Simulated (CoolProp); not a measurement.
Values from CoolProp's reference Helmholtz-energy equation of state, Gao 2022.

Question: Give the vapour pressure (MPa), liquid density (kg/m³), enthalpy of vaporisation (kJ/kg), liquid cp (kJ/(kg K)) of saturated n-perfluorohexane at 297.8, 307.9, 318 K.

Answer: 
```tsv
T (K)	p (MPa)	liquid density (kg/m³)	enthalpy of vaporisation (kJ/kg)	liquid cp (kJ/(kg K))
297.8	0.0290	1680	93.2	1.05
307.9	0.0443	1650	90.6	1.06
318	0.0655	1620	87.9	1.08
```
